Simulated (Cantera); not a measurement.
A freely propagating, adiabatic, planar premixed flame of H₂ : O₂ : N₂ = 1 : 0.602 : 2.27 (molar parts), equivalence ratio 0.83, unburnt at 550 K and 555 Torr; multicomponent+Soret transport, grid criteria slope 0.08 and curve 0.16, no radiation.

Cantera simulation using the H2/O2 subset of GRI-Mech 3.0, which has no nitrogen chemistry; the numbers are that mechanism's predictions, not measurements. Burning velocities carry a grid error of a few per cent, more on coarse grids.

x: mole fraction of selected species; z is measured from the peak of heat release.

```csv
z (mm),T (K),u (m/s),x H₂,x O₂,x H₂O₂,x OH,x H₂O,x H
-1.93,550,4.94,0.258,0.155,<1e-8,<1e-8,<1e-8,<1e-8
-1.29,550,4.94,0.258,0.155,<1e-8,<1e-8,<1e-8,<1e-8
-0.964,550,4.94,0.258,0.155,<1e-8,<1e-8,<1e-8,<1e-8
-0.643,550,4.93,0.258,0.156,<1e-8,<1e-8,2.36e-7,<1e-8
-0.321,563,4.99,0.248,0.157,4.39e-6,3.33e-5,0.000638,7.23e-5
-0.161,?,6.52,?,0.154,?,?,?,?
0,1188,9.93,0.118,0.115,5.21e-6,0.00338,0.101,0.0281
0.161,1499,12.4,0.0457,0.0627,3.11e-6,0.00964,0.191,0.0438
0.321,1651,13.6,0.0318,0.0487,1.76e-6,0.0130,0.215,0.0395
0.643,?,14.8,?,?,?,?,0.227,?
1.29,1968,15.9,0.0250,0.0398,4.85e-7,0.0170,0.239,0.0188
2.57,2113,16.9,0.0195,0.0365,3.04e-7,0.0168,0.253,0.0107
5.14,2230,17.7,0.0134,0.0338,2.23e-7,0.0149,0.266,0.00517
```

Problem. What belongs in the gaps?

Solution. 
- -0.161, T (K): 759
- -0.161, x H₂: 0.209
- -0.161, x H₂O₂: 1.84e-5
- -0.161, x OH: 0.000729
- -0.161, x H₂O: 0.0184
- -0.161, x H: 0.00403
- 0.643, T (K): 1810
- 0.643, x H₂: 0.0287
- 0.643, x O₂: 0.0436
- 0.643, x H₂O₂: 8.94e-7
- 0.643, x OH: 0.0156
- 0.643, x H: 0.0291
